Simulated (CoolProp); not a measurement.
Values from CoolProp's reference Helmholtz-energy equation of state, Penoncello 2003.

### Question
For CHF3 (R23), give the phase and the cp (kJ/(kg K)), Joule-Thomson coefficient (K/MPa), isothermal compressibility (1/MPa), viscosity (µPa s) at 151.1 K and 1.01 bar; 164.1 K and 1.01 bar.

### Answer
- 151.1 K and 1.01 bar: liquid; cp 1.20, Joule-Thomson coefficient -0.352, isothermal compressibility 0.000953, viscosity 683
- 164.1 K and 1.01 bar: liquid; cp 1.21, Joule-Thomson coefficient -0.334, isothermal compressibility 0.00115, viscosity 504

Viscosity comes from a separate model (Shan 2000).
